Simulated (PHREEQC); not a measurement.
0.62 g of hydrous ferric oxide (600 m²/g; 0.2 weak and 0.005 strong sites per Fe, Dzombak-Morel constants, diffuse double layer) in 1 kg of water with 0.005 mol/kgw of an inert sodium salt and 3.9e-05 mol Ag2SO4 and 0.0011 mol ZnCl2, at 25 °C; the pH is set by adding NaOH or the inert anion's acid. O2 is buffered at 0.21 atm. CO2 from the air is kept out. No solid was allowed to form.

The series has 13 steps of pH, from 3 to 11.

The numbers come from PHREEQC with the ion-association model, wateq4f.dat.

Task: Near which pH is half of the S sorbed, and on which side is more sorbed?

Result: Near pH 7.9, with more sorbed at lower pH.

Task: Near which pH is half of the Ag sorbed, and on which side is more sorbed?

Result: Near pH 10.4, with more sorbed at higher pH.

Task: Near which pH is half of the Zn sorbed, and on which side is more sorbed?

Result: Near pH 7.2, with more sorbed at higher pH.

Along this series the solution becomes supersaturated in solids that the run did not let form, among them Zn(OH)2-e, Zn4(OH)6SO4, Zn5(OH)8Cl2, Cerargyrite. Complexes and solids missing from the database can't appear. The oxide is taken as insoluble; below pH 4 it would dissolve.
